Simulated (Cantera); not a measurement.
What does this Cantera script print?

```python
import numpy as np
import cantera as ct

gas = ct.Solution("gri30.yaml")
gas.TPX = 350, 39000, {'CH4': 1, 'O2': 1.67, 'N2': 5.83}
flame = ct.FreeFlame(gas, width=0.077)
flame.set_refine_criteria(ratio=3, slope=0.08, curve=0.16)
flame.transport_model = "unity-Lewis-number"
flame.solve(loglevel=0, auto=True)
z, T = flame.grid, flame.T
thick = (T[-1] - T[0]) / np.gradient(T, z).max()
show = ['CH4', 'O2', 'C2H', 'H2O', 'HCO', 'H']
print(f"laminar burning velocity  {flame.velocity[0] * 100:.3f} cm/s")
print(f"burnt temperature         {T[-1]:.1f} K")
print(f"thermal thickness         {thick * 1e3:.4f} mm")
print(f"grid points               {len(z)}")
z0 = z[flame.heat_release_rate.argmax()]
print(f"{'z/mm':>9s}{'T/K':>9s}{'u/(m/s)':>9s}" + "".join(f"{s:>11s}" for s in show))
rows = []
for k in (-3, -2, -1.5, -1, -0.5, -0.25, 0, 0.25, 0.5, 1, 2, 4, 8):
    zz = z0 + k * thick
    rows.append([k * thick, np.interp(zz, z, T), np.interp(zz, z, flame.velocity),
                 *(np.interp(zz, z, flame.X[gas.species_index(s)]) for s in show)])
    print(f"{rows[-1][0] * 1e3:9.3f}{rows[-1][1]:9.1f}{rows[-1][2]:9.3f}" + "".join(f"{x:11.3e}" for x in rows[-1][3:]))
```

Output:

```
laminar burning velocity  41.604 cm/s
burnt temperature         2223.5 K
thermal thickness         1.1099 mm
grid points               144
     z/mm      T/K  u/(m/s)        CH4         O2        C2H        H2O        HCO          H
   -3.330    350.1    0.416  1.176e-01  1.965e-01  3.008e-29  1.098e-05  6.935e-19  1.661e-17
   -2.220    352.1    0.419  1.175e-01  1.963e-01  1.477e-25  1.999e-04  2.613e-15  4.096e-14
   -1.665    363.6    0.432  1.167e-01  1.952e-01  4.985e-23  1.290e-03  4.135e-13  7.197e-12
   -1.110    467.3    0.558  1.096e-01  1.853e-01  1.746e-18  1.133e-02  9.647e-11  5.847e-09
   -0.555    979.3    1.190  7.074e-02  1.316e-01  7.113e-12  6.563e-02  1.035e-07  2.004e-05
   -0.277   1420.1    1.758  3.418e-02  8.032e-02  8.104e-09  1.170e-01  8.108e-06  5.020e-04
    0.000   1817.1    2.292  4.762e-03  3.021e-02  4.898e-07  1.639e-01  5.205e-05  6.487e-03
    0.277   1936.4    2.451  1.133e-04  1.120e-02  1.737e-07  1.766e-01  6.065e-06  1.454e-02
    0.555   1962.9    2.481  1.650e-06  7.778e-03  6.422e-09  1.767e-01  2.015e-07  1.612e-02
    1.110   1996.6    2.517  1.316e-09  6.275e-03  1.394e-11  1.774e-01  6.981e-08  1.502e-02
    2.220   2042.6    2.566  1.143e-14  4.967e-03  3.722e-16  1.807e-01  5.481e-08  1.223e-02
    4.440   2097.4    2.623  1.795e-15  3.468e-03  2.462e-21  1.854e-01  3.886e-08  8.931e-03
    8.879   2149.7    2.677  1.866e-15  2.042e-03  1.175e-21  1.899e-01  2.530e-08  6.000e-03
```

Model: GRI-Mech 3.0 (53 species, 325 reactions), integrated in Cantera. Unity Lewis numbers drop preferential diffusion, which matters most where H2 and H carry the flame. Burning velocities carry a grid error of a few per cent, more on coarse grids.
